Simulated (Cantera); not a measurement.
# Equilibrium for calcination and drying: K2SO4 + C + H2O + H2

A closed system holds: 1 mol K2SO4, 0.15 mol C, 0.11 mol H2O, 0.085 mol H2, equilibrated at 1900 °C and 13.3 mbar.

These are equilibrium values from Cantera (NASA tables, ideal gas, pure condensed phases), not measurements of a reactor. Candidate condensed phases: C, C6H6, C7H8, C8H18, H2O, H2SO4, K, KOH, KO2, K2CO3, K2O, K2O2, K2S, K2SO4, S; 130 gas species. Rates play no part.

| Quantity | Result |
|---|---|
| x(K) | 0.444 |
| x(SO2) | 0.244 |
| x(O2) | 0.184 |
| x(KOH) | 0.0485 |
| x(CO2) | 0.0337 |
| x(H2O) | 0.0204 |
| x(O) | 0.00845 |
| x(OH) | 0.00573 |
| x(CO) | 0.00340 |
| gas amount | 4.038 mol |
| log10 activity of K(l) (absent) | -4.13 |
| log10 activity of KOH(l) (absent) | -4.38 |
| log10 activity of K2SO4(l) (absent) | -5.34 |
